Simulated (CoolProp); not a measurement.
Carbon monoxide at 298.15 K and 1.53 MPa is throttled through a valve to 0.0941 MPa with no heat exchange. Each further row changes one setting.

Model: reference Helmholtz-energy equation of state, Lemmon 2006, in CoolProp. It is a short technical equation, of lower accuracy than the large ones.

```csv
case,temperature change (K),final density (kg/m³)
as stated,…,…
outlet pressure 0.0282 MPa,…,…
outlet pressure 0.122 MPa,…,…
```

**Question.** Complete the blanks.

**Answer.** 
- as stated, temperature change (K): -3.6
- as stated, final density (kg/m³): 1.08
- outlet pressure 0.0282 MPa, temperature change (K): -3.8
- outlet pressure 0.0282 MPa, final density (kg/m³): 0.323
- outlet pressure 0.122 MPa, temperature change (K): -3.5
- outlet pressure 0.122 MPa, final density (kg/m³): 1.40
